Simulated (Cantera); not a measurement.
A perfectly stirred reactor is fed with CH₃OH : O₂ : N₂ = 0.0039 : 0.0043 : 1 (molar parts), equivalence ratio 1.4, at 1.00 bar; it is held at 1325 K, and followed from long to short residence time.

Computed with Cantera and GRI-Mech 3.0 (53 species, 325 reactions). GRI-Mech 3.0 was tuned for natural gas; its chemistry of methanol as a main component is partial and can be far from experiment.

x: mole fraction; the columns are a selection and need not sum to one.

| τ (s) | x CH₃OH | x O₂ | x C₂H₆ | x C₂H₂ | x CO₂ |
|---|---|---|---|---|---|
| 1.1 | 2.43e-7 | 1.06e-5 | 2.16e-11 | 2.80e-9 | 0.00248 |
| 0.46 | 4.09e-7 | 1.84e-5 | 4.96e-11 | 5.39e-9 | 0.00246 |
| 0.20 | 6.89e-7 | 3.21e-5 | 1.08e-10 | 9.25e-9 | 0.00242 |
| 0.084 | 1.22e-6 | 5.92e-5 | 2.30e-10 | 1.43e-8 | 0.00235 |
| 0.036 | 2.20e-6 | 0.000112 | 4.51e-10 | 1.90e-8 | 0.00222 |
| 0.016 | 4.06e-6 | 0.000210 | 8.41e-10 | 2.28e-8 | 0.00202 |
| 0.0067 | 8.46e-6 | 0.000418 | (withheld) | 2.86e-8 | 0.00166 |
| 0.0029 | 1.97e-5 | 0.000799 | (withheld) | 4.36e-8 | 0.00117 |
| 0.0012 | 7.53e-5 | 0.00166 | (withheld) | 9.32e-8 | 0.000527 |
| 0.00053 | 0.00385 | 0.00426 | (withheld) | 2.56e-12 | 3.29e-7 |
| 0.00023 | 0.00386 | 0.00426 | 6.07e-10 | 1.03e-12 | 1.42e-7 |

**Question.** What belongs in the gaps?

**Answer.** 
- 0.0067, x C₂H₆: 1.80e-9
- 0.0029, x C₂H₆: 4.95e-9
- 0.0012, x C₂H₆: 2.85e-8
- 0.00053, x C₂H₆: 2.47e-9
